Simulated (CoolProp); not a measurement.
Computed with CoolProp (reference Helmholtz-energy equation of state, Fiedler 2023).

Task: For tetrahydrofuran, give the phase and the cp (kJ/(kg K)), cv (kJ/(kg K)), speed of sound (m/s), Joule-Thomson coefficient (K/MPa) at 469 K and 0.00839 MPa.

Result: 
- 469 K and 0.00839 MPa: gas; cp 1.74, cv 1.63, speed of sound 240, Joule-Thomson coefficient 9.78
